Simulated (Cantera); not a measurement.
Cantera with NASA thermochemical tables; ideal gases at 1 bar, condensed phases pure. Values are per mole of reaction as written; species without (g) are pure solids or liquids, kept so even where they would boil at 1 bar.

a) 2 Si + O2(g) ⇌ 2 SiO(g)
b) 2 Ti + O2(g) ⇌ 2 TiO(g)
c) 0.8 Ta + O2(g) ⇌ 0.4 Ta2O5
d) Nb + O2(g) ⇌ NbO2(g)
e) 4 Li + O2(g) ⇌ 2 Li2O
f) 0.6667 Cr + O2(g) ⇌ 0.6667 CrO3(g)

Problem. Order these by ΔG° at 1100 K, most negative first.

Solution. e (-904 kJ), c (-625 kJ), a (-391 kJ), d (-230 kJ), f (-145 kJ), b (-101 kJ)
